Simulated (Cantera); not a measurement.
A closed system holds: 1 mol SiCl₄, 5.4 mol N₂, 18 mol H₂, at 59.0 Pa.

Method: chemical equilibrium by Gibbs-energy minimisation in Cantera with the NASA 1993 tables (ideal gas, pure condensed phases). Candidate condensed phases: NH₄Cl, Si, Si₃N₄; 28 gas species. N₂ is the only nitrogen source here; it is nearly inert below about 1500 K, so the nitride shown seldom forms there in practice. Gases not in the tables: Si₂H₆ and higher silanes. Equilibrium is a limit: real reactors are often held back by kinetics, nucleation or transport.

### Question
Which condensed phases are stable at each of these points (T (°C)): 900, 1000, 1100, 1200, 1300, 1400, 1500, 1600, 1700?

### Answer
| T (°C) | condensed phases | Si condensed (%) |
|---|---|---|
| 900 | Si₃N₄(s) | 99.2 |
| 1000 | Si₃N₄(s) | 95.5 |
| 1100 | Si₃N₄(s) | 79.2 |
| 1200 | Si₃N₄(s) | 42.2 |
| 1300 | Si(s) | 7.1 |
| 1400 | Si(s) | 3.1 |
| 1500 | gas only | 0.0 |
| 1600 | gas only | 0.0 |
| 1700 | gas only | 0.0 |

From 900 °C to 1200 °C the condensed part is Si₃N₄(s). From 1300 °C to 1400 °C the condensed part is Si(s). From 1500 °C to 1700 °C nothing is condensed.
